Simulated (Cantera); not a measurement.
Input: 1 mol Cr, 1.7 mol N2, 38 mol H2, equilibrated at 2150 K and 0.0100 bar.

Equilibrium computed with Cantera from the NASA thermochemical tables; the gas is ideal and each condensed phase is pure. Candidate condensed phases: Cr, CrN, Cr2N; 11 gas species. Kinetics and transport are ignored.

Base state: H2 0.895, N2 0.0409, H 0.0399, Cr 0.0241 (mole fractions); condensed: gas only.

Q: What changes in the equilibrium state with this change: temperature from 2150 K to 1623.15 K?

A: 
```
species     before     after
----------  ------  --------
H2           0.895     0.956
N2          0.0409    0.0428
H           0.0399  0.000677
Cr          0.0241  0.000581
Cr(s), mol       0     0.977
```

Q: What changes in the equilibrium state with this change: pressure from 0.0100 bar to 0.0300 bar?

A: 
| species | before | after |
|---|---|---|
| H2 | 0.895 | 0.911 |
| N2 | 0.0409 | 0.0413 |
| Cr | 0.0241 | 0.0243 |
| H | 0.0399 | 0.0232 |
